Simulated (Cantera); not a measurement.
Input: 1 mol CH3SiCl3, 0.013 mol C2H2, 200 mol H2, 0.14 mol HCl, at 875 °C and 0.825 Torr.

Equilibrium computed with Cantera from the NASA thermochemical tables; the gas is ideal and each condensed phase is pure. Candidate condensed phases: C, C6H6, C7H8, C8H18, Si, SiC; 109 gas species. The feed counts by its element totals alone. Rates play no part.

**Question.** What is the equilibrium state?

**Answer.** 
| Quantity | Result |
|---|---|
| x(H2) | 0.985 |
| x(HCl) | 0.0155 |
| x(CH4) | 2.54e-5 |
| x(H) | 2.14e-6 |
| n(C(graphite)) | 0.0210 mol |
| n(SiC(s)) | 1.000 mol |
| gas amount | 203.1 mol |
| log10 activity of Si(s) (absent) | -2.92 |
